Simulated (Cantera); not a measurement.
Source: NASA polynomial tables (part measured, part estimated), evaluated in Cantera. Values are per mole of reaction as written; species without (g) are pure solids or liquids, kept so even where they would boil at 1 bar.

2 N2O(g) + TaO2(g) → 4 NO(g) + Ta, with ΔH° = 402.8 kJ and ΔS° = 164.3 J/K at 300 K.

Problem. How far is the shortcut ΔG° ≈ ΔH°(300 K) − T·ΔS°(300 K) from the full temperature-dependent value at 1525, 1575, 1625, 1675, 1725, 1775, 1825, 1875, 1925, 1975, 2025 K?

Solution. 
```
T (K)  shortcut (kJ)  full (kJ)  difference (kJ)  difference in log10 K
-----  -------------  ---------  ---------------  ---------------------
1525           152.2      143.5              8.7                  -0.30
1575           144.0      134.9              9.0                  -0.30
1625           135.7      126.4              9.3                  -0.30
1675           127.5      117.9              9.7                  -0.30
1725           119.3      109.3             10.0                  -0.30
1775           111.1      100.8             10.3                  -0.30
1825           102.9       92.3             10.6                  -0.30
1875            94.7       83.8             10.9                  -0.30
1925            86.4       75.2             11.2                  -0.30
1975            78.2       66.7             11.5                  -0.30
2025            70.0       58.2             11.8                  -0.30
```
The shortcut ignores the heat-capacity change of the reaction.
